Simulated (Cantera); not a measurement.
A closed system holds: 1 mol Cu, 3.9 mol H₂O, 72 mol N₂.

These are equilibrium values from Cantera (NASA tables, ideal gas, pure condensed phases), not measurements of a reactor. Candidate condensed phases: Cu, CuO, Cu(OH)₂, Cu₂O, H₂O; 27 gas species. Equilibrium is a limit: real reactors are often held back by kinetics, nucleation or transport.

Stable condensed phases, one row left out:

```
T in K \ P in Pa
              10      61     370    2200   13000   82000  500000 3000000
   1998        A       A       A       A       A       B       B       B
   1948        A       A       A       A       A       B       B       B
   1898        A       A       A       A       B       B       B       B
   1848        A       A       A       A       B       B       B       B
   1798        A       A       A       A       B       B       B       B
   1748        A       A       A       A       B       B       B       B
   1698        A       A       A       B       B       B       B       B
   1598        A       A       B       B       B       B       B       B
```

A: gas only; B: Cu.

Question: Give the row for 1648 K.

Answer: 10: gas only; 61: gas only; 370: gas only; 2200: Cu; 13000: Cu; 82000: Cu; 500000: Cu; 3000000: Cu.
